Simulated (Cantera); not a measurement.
## Equilibrium for carbothermic reduction: Fe3O4 + C + CO

A closed system holds: 1 mol Fe3O4, 5.8 mol C, 0.011 mol CO, at 13300 Pa.

Method: chemical equilibrium by Gibbs-energy minimisation in Cantera with the NASA 1993 tables (ideal gas, pure condensed phases). Candidate condensed phases: C, Fe, Fe(CO)5, FeO, Fe2O3, Fe3O4; 15 gas species. Iron dissolves carbon and melts from about 1420 K in contact with it, which pure phases cannot show. Condensed phases not in the tables: cementite and carbon dissolved in iron. Equilibrium is a limit: real reactors are often held back by kinetics, nucleation or transport.

```csv
T (°C),x CO,x Fe,x CO2,x C3,n C(graphite),n Fe(δ),n Fe(l)
1475,1.000,0.000101,1.37e-5,<1e-12,1.80,3.00,0
1575,1.000,0.000428,7.51e-6,3.58e-12,1.80,0,3.00
1675,0.998,0.00150,4.39e-6,5.57e-11,1.80,0,2.99
1775,0.995,0.00463,2.70e-6,6.59e-10,1.80,0,2.98
1875,0.987,0.0128,1.73e-6,6.16e-9,1.80,0,2.95
1975,0.968,0.0320,1.12e-6,4.69e-8,1.80,0,2.87
2075,0.926,0.0738,7.23e-7,2.99e-7,1.80,0,2.68
2175,0.842,0.158,4.33e-7,1.63e-6,1.80,0,2.25
```
x: gas mole fraction; n: condensed amount in mol.

At 1475 °C the condensed part is C(graphite) + Fe(δ). From 1575 °C to 2175 °C the condensed part is C(graphite) + Fe(l). The main Fe-bearing gas is Fe throughout. The share of Fe in condensed phases is highest at 1475 °C (100.0 %) and lowest at 2175 °C (74.9 %).
